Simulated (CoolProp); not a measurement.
Properties of chloromethane (R40) along the isotherm 318 K.

Model: reference Helmholtz-energy equation of state, Thol 2014, in CoolProp.

```
p (kPa)   phase  density (kg/m³)  speed of sound (m/s)  expansivity (1/kK)
-------  ------  ---------------  --------------------  ------------------
110         gas            2.132                 253.0               3.314
225         gas                …                 250.4               3.510
462         gas            9.443                 244.7               3.988
949         gas            21.22                 231.2               5.481
1950     liquid            872.7                 768.1               2.571
4000     liquid            878.5                 791.2               2.460
8220     liquid            889.5                 834.3               2.275
16900    liquid                …                 909.6               2.005
34600    liquid                …                  1029               1.673
```

Task: Some entries are withheld; supply them.

Result: 
- 225, density (kg/m³): 4.434
- 16900, density (kg/m³): 908.8
- 34600, density (kg/m³): 939.7
